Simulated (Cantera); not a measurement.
**Thermodynamics of chlorosilane synthesis and conversion, feed Si + Cl₂ + H₂**

Charge: 1 mol Si, 0.87 mol Cl₂, 4.4 mol H₂, held at 327 °C and 593 Torr.

Equilibrium computed with Cantera from the NASA thermochemical tables; the gas is ideal and each condensed phase is pure. Candidate condensed phases: Si; 19 gas species. Rates play no part.

```json
{
  "x(H₂)": "0.898",
  "x(SiCl₄)": "0.0589",
  "x(SiHCl₃)": "0.0418",
  "x(SiH₂Cl₂)": "0.00149",
  "x(HCl)": "3.47e-5",
  "x(SiH₃Cl)": "1.04e-5",
  "n(Si(s))": "0.511 mol",
  "gas_amount": "4.781 mol"
}
```
